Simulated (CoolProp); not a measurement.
The numbers come from the reference Helmholtz-energy equation of state, Lemmon 2006 in CoolProp. It is a short technical equation, of lower accuracy than the large ones.

**Question.** Give the vapour pressure (MPa), enthalpy of vaporisation (kJ/kg), liquid cp (kJ/(kg K)) of saturated carbon monoxide at 122.1 K.

**Answer.** 
| T (K) | p (MPa) | enthalpy of vaporisation (kJ/kg) | liquid cp (kJ/(kg K)) |
|---|---|---|---|
| 122.1 | 2.09 | 120 | 3.48 |
